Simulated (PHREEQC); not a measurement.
Dissolve 0.0014 mol NaH2PO4, 0.017 mol NaOH and 0.00084 mol KCl per kg of water at 25 °C. Closed to the air; pH follows from the charge balance.

Model: ion-association model, phreeqc.dat, run in PHREEQC.

No solid was allowed to form.

Problem. Order these P species by the share of P that they hold, largest first: NaHPO4-, HPO4-2, PO4-3.

Solution. PO4-3 (54 %), HPO4-2 (45 %), NaHPO4- (0.91 %)

The pH is 12.10 and the ionic strength 0.0221 mol/kgw. Species that the database lacks are ignored.
